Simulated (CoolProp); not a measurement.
Vapour-liquid equilibrium of R125 (1) + R1234yf (2) at 29.3 kPa; x and y are mole fractions of (1).

Model: multi-fluid Helmholtz-energy mixture model, Lemmon 2005 and Lemmon 2022; pair parameters Bell 2023, in CoolProp.

### Question
Give the bubble temperature and the first vapour's composition at x = 0.35, 0.45, 0.65. Is there an azeotrope?

### Answer
x = 0.35: -62.0 °C, y = 0.581; x = 0.45: -63.6 °C, y = 0.678; x = 0.65: -66.4 °C, y = 0.828. No azeotrope shows between x = 0.05 and 0.95.

The pair parameters rest on a limited set of measurements; away from them the model extrapolates.
